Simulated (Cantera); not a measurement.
A Cantera script and what it prints.

```python
import numpy as np
import cantera as ct

gas_names = """
    B BH BH2 BH3 BO BO2 B2 B2O B2O2 B2O3 B3O3H3 H HBO HBO2 HO2 H2 H2O H2O2 H3B3O6 O OH O2 O3
""".split()
cond_names = """
    B(b) B(L) B2O3(L) B3O3H3(cr) H2O(s) H2O(L)
""".split()


# ... load() reads the species with a 1 bar reference pressure and builds the phases ...
atoms = {
    'B2H6': {'B': 2, 'H': 6},
    'H2': {'H': 2},
    'H2O': {'H': 2, 'O': 1},
}
top_T = {}  # K; cautious upper limits of use, not melting points


# ... equilibrate(T, P, feed) seeds the gas with the atoms and calls Mixture.equilibrate('TP', solver="vcs", rtol=1e-11, max_steps=5000) ...
results = []
feed = {'B2H6': 1, 'H2': 15, 'H2O': 0.19}  # mol
P = 13000  # Pa
for T in [1123, 1273, 1423, 1573, 1723, 1873, 2023, 2173, 2323]:
    mix = equilibrate(T, P, feed)
    results.append((T, P, feed, dict(zip(mix.species_names, mix.species_moles))))

top = {s: max(r[3][s] / sum(r[3][g] for g in gas_names) for r in results) for s in gas_names}
cols = sorted((s for s in top if top[s] > 1e-06), key=lambda s: -top[s])[:8]
seen = [c for c in cond_names if any(r[3].get(c, 0) > 1e-12 for r in results)]
print("log10 of partial pressures in bar; condensed amounts in mol")
print(f"{'T/K':>10s}" + "".join(f"{s[:9]:>10s}" for s in cols + seen))
for T, P, feed, n in results:
    ng = sum(n[g] for g in gas_names)
    print(f"{T:10.4g}" + "".join(f"{np.log10(max(n[s] / ng * P / 1e5, 1e-99)):10.3f}" for s in cols)
          + "".join(f"{n.get(c, 0):10.4g}" for c in seen))
```

Output:

```
log10 of partial pressures in bar; condensed amounts in mol
       T/K        H2         H       HBO        BO    B3O3H3       BH2      B2O2         B      B(b)   B2O3(L)
      1123    -0.887    -7.814    -5.290   -10.504    -3.507    -8.166    -8.222   -18.245      1.83   0.01963
      1273    -0.887    -6.591    -4.158    -8.282    -3.489    -7.098    -6.240   -15.179     1.825   0.01456
      1423    -0.889    -5.622    -3.303    -6.569    -3.578    -6.259    -4.749   -12.764     1.812         0
      1573    -0.890    -4.836    -2.952    -5.526    -4.664    -5.583    -4.223   -10.813     1.813         0
      1723    -0.891    -4.184    -2.915    -4.919    -6.310    -5.026    -4.293    -9.204      1.81         0
      1873    -0.891    -3.636    -2.911    -4.439    -7.769    -4.560    -4.407    -7.856     1.806         0
      2023    -0.893    -3.168    -2.923    -4.046    -9.050    -4.166    -4.533    -6.711       1.8         0
      2173    -0.897    -2.765    -2.956    -3.729   -10.215    -3.830    -4.683    -5.726     1.788         0
      2323    -0.905    -2.415    -3.016    -3.485   -11.321    -3.544    -4.872    -4.870     1.765         0
```

These are equilibrium values from Cantera (NASA tables, ideal gas, pure condensed phases), not measurements of a reactor. The feed counts by its element totals alone. Mutual solubility and eutectic melting of coexisting phases are not modelled. The tables' values for BH2 are old estimates; treat these amounts as uncertain. Gases not in the tables: B2H6 and higher boranes.
